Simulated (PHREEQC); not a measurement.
Synthetic water in mg/kgw, 70 °C, pH 3.98, pe 9.1:

```
constituent  mg/kgw
-----------  ------
Na             1960
K              72.7
Ca             77.6
Mg             72.9
Cl             1130
S(6) as SO4    3160
Zn             7.57
Cd             3.44
Li            0.383
Fe(3)          14.9
```

Valence states are taken as typed.

Model: ion-association model, phreeqc.dat, run in PHREEQC.

Precipitation was switched off in this run.

**Question.** Order these Zn species by the share of Zn that they hold, largest first: ZnCl2, ZnCl+, Zn(SO4)2-2, ZnSO4, Zn+2.

**Answer.** Zn+2 (47 %), ZnSO4 (39 %), ZnCl+ (7.4 %), Zn(SO4)2-2 (6.2 %), ZnCl2 (0.15 %)

The pH is 3.98 and the ionic strength 0.115 mol/kgw. Saturation is exceeded, for instance for Jarosite-K, Hematite (slow to form); the values hold only as long as no solid forms. Away from 25 °C the constants follow the database's enthalpies or fits; those with neither stay at their 25 °C values.
